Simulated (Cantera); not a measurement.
Feed: 1 mol TiO2, 1.6 mol Cl2, 0.011 mol H2O, held at 1223 K and 1.20 bar.

Method: chemical equilibrium by Gibbs-energy minimisation in Cantera with the NASA 1993 tables (ideal gas, pure condensed phases). Candidate condensed phases: H2O, Ti, TiCl2, TiCl3, TiCl4, TiO, TiO2, Ti2O3, Ti3O5, Ti4O7; 23 gas species. The numbers say what is thermodynamically allowed, not how fast it happens.

Base state: Cl2 0.971, HCl 0.0136, O2 0.00695, Cl 0.00538, TiCl4 0.00356, ClO 1.85e-5 (mole fractions); condensed: TiO2(rutile).

### Question
What changes in the equilibrium state with this change: pressure from 1.20 bar to 0.133 bar?

### Answer
```
species             before    after
-----------------  -------  -------
Cl2                  0.971    0.960
Cl                 0.00538   0.0161
HCl                 0.0136   0.0135
TiCl4              0.00356  0.00352
ClO                1.85e-5  1.83e-5
O2                 0.00695  0.00688
TiO2(rutile), mol    0.994    0.994
```

### Question
What changes in the equilibrium state with this change: temperature from 1223 K to 1550 K?

### Answer
```
species             before     after
-----------------  -------  --------
Cl2                  0.971     0.864
Cl                 0.00538    0.0687
O2                 0.00695    0.0287
TiCl4              0.00356    0.0255
HCl                 0.0136    0.0131
ClO                1.85e-5  0.000294
TiO2(rutile), mol    0.994     0.957
```
